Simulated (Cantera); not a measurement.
Cantera run:

```python
import numpy as np
import cantera as ct

gas_names = """
    I I2 N N2 Na NaI Na2
""".split()
cond_names = """
    I2(cr) I2(L) Na(cr) Na(L) NaI(s) NaI(L)
""".split()


# ... load() reads the species with a 1 bar reference pressure and builds the phases ...
atoms = {
    'NaI': {'Na': 1, 'I': 1},
    'N2': {'N': 2},
}
top_T = {}  # K; cautious upper limits of use, not melting points


# ... equilibrate(T, P, feed) seeds the gas with the atoms and calls Mixture.equilibrate('TP', solver="vcs", rtol=1e-11, max_steps=5000) ...
results = []
feed = {'NaI': 1, 'N2': 350}  # mol
P = 200  # Pa
for T in [1350, 1400, 1450, 1500, 1550, 1600, 1650, 1700, 1750, 1800, 1850]:
    mix = equilibrate(T, P, feed)
    results.append((T, P, feed, dict(zip(mix.species_names, mix.species_moles))))

top = {s: max(r[3][s] / sum(r[3][g] for g in gas_names) for r in results) for s in gas_names}
cols = sorted((s for s in top if top[s] > 0.0001), key=lambda s: -top[s])[:7]
seen = [c for c in cond_names if any(r[3].get(c, 0) > 1e-12 for r in results)]
print("log10 of partial pressures in bar; condensed amounts in mol")
print(f"{'T/K':>10s}" + "".join(f"{s[:9]:>10s}" for s in cols + seen))
for T, P, feed, n in results:
    ng = sum(n[g] for g in gas_names)
    print(f"{T:10.4g}" + "".join(f"{np.log10(max(n[s] / ng * P / 1e5, 1e-99)):10.3f}" for s in cols)
          + "".join(f"{n.get(c, 0):10.4g}" for c in seen))
```

Result:

```
log10 of partial pressures in bar; condensed amounts in mol
       T/K        N2        Na         I       NaI
      1350    -2.700    -6.202    -6.202    -5.295
      1400    -2.700    -6.005    -6.005    -5.327
      1450    -2.701    -5.831    -5.831    -5.375
      1500    -2.701    -5.681    -5.681    -5.443
      1550    -2.701    -5.555    -5.555    -5.537
      1600    -2.701    -5.455    -5.455    -5.661
      1650    -2.701    -5.381    -5.381    -5.817
      1700    -2.701    -5.329    -5.329    -6.001
      1750    -2.701    -5.296    -5.296    -6.205
      1800    -2.701    -5.276    -5.276    -6.420
      1850    -2.701    -5.263    -5.263    -6.638
```

Cantera equilibrium calculation (NASA polynomials, part measured and part estimated; ideal gas, pure solids and liquids).
